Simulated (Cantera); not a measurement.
A perfectly stirred reactor is fed with NH3 : N2 = 1 : 11 (molar parts), at 27.0 Torr; it is held at 2323 K, and followed from long to short residence time.

Detailed kinetics in Cantera: the gas-phase N/H chemistry of the illustrative SiF4/NH3 mechanism in the Surface Chemkin manual (1991). Walls and surfaces, which speed up NH3 decomposition in real reactors, are not modelled.

Question: What does this change do: N2 11 to 1.8 parts?

Answer: 
```csv
quantity,before,after
x(NH3) at τ = 0.510 s,0.00645,0.0243
x(NH2) at τ = 0.510 s,0.000167,0.000405
x(H) at τ = 0.510 s,0.000869,0.00193
x(N2) at τ = 0.510 s,0.887,0.607
x(H2) at τ = 0.510 s,0.106,0.366
x(NH3) at τ = 12.0 ms,0.0636,0.269
x(NH2) at τ = 12.0 ms,0.00106,0.00241
x(H) at τ = 12.0 ms,0.000151,0.000280
x(N2) at τ = 12.0 ms,0.909,0.633
x(H2) at τ = 12.0 ms,0.0262,0.0951
```

Question: What does this change do: NH3 1 to 2.1 parts?

Answer: 
```json
[
 {"quantity": "x(NH3) at τ = 0.510 s", "before": "0.00645", "after": "0.0121"},
 {"quantity": "x(NH2) at τ = 0.510 s", "before": "0.000167", "after": "0.000255"},
 {"quantity": "x(H) at τ = 0.510 s", "before": "0.000869", "after": "0.00127"},
 {"quantity": "x(N2) at τ = 0.510 s", "before": "0.887", "after": "0.796"},
 {"quantity": "x(H2) at τ = 0.510 s", "before": "0.106", "after": "0.191"},
 {"quantity": "x(NH3) at τ = 12.0 ms", "before": "0.0636", "after": "0.123"},
 {"quantity": "x(NH2) at τ = 12.0 ms", "before": "0.00106", "after": "0.00154"},
 {"quantity": "x(H) at τ = 12.0 ms", "before": "0.000151", "after": "0.000199"},
 {"quantity": "x(N2) at τ = 12.0 ms", "before": "0.909", "after": "0.828"},
 {"quantity": "x(H2) at τ = 12.0 ms", "before": "0.0262", "after": "0.0471"}
]
```
